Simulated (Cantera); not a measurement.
Input: 1 mol FeS2, 1.5 mol SO3, 0.36 mol H2O, held at 0.0500 bar.

These are equilibrium values from Cantera (NASA tables, ideal gas, pure condensed phases), not measurements of a reactor. Candidate condensed phases: Fe, FeO, Fe(OH)2, Fe(OH)3, FeS, FeSO4, FeS2, Fe2O3, Fe2(SO4)3, Fe3O4, H2O, H2SO4, S; 22 gas species. Metal and sulfide melt together well below either melting point, which pure phases cannot show. Mutual solubility and eutectic melting of coexisting phases are not modelled. The tables' stoichiometric FeO is somewhat more stable than real wüstite, so its field is too wide. FeO, FeS: taken at fixed stoichiometry. Kinetics and transport are ignored. All values below are at 1500 K.

Base state: SO2 0.614, S2 0.247, H2O 0.108, SO 0.0100, H2 0.00951, S2O 0.00649, H2S 0.00384, SH 0.000785 (mole fractions); condensed: FeO(s) + FeS(l).

Problem. What changes in the equilibrium state with this change: 0.0079 mol CH4 added?

Solution. 
```tsv
species	before	after
SO2	0.614	0.609
S2	0.247	0.245
H2O	0.108	0.112
CO2	0	0.00216
SO	0.0100	0.00998
CO	0	0.000493
H2	0.00951	0.00991
H2S	0.00384	0.00399
FeO(s), mol	0.858	0.848
FeS(l), mol	0.142	0.152
```
Further candidate phases: C, C6H6, C7H8, C8H18, Fe(CO)5.
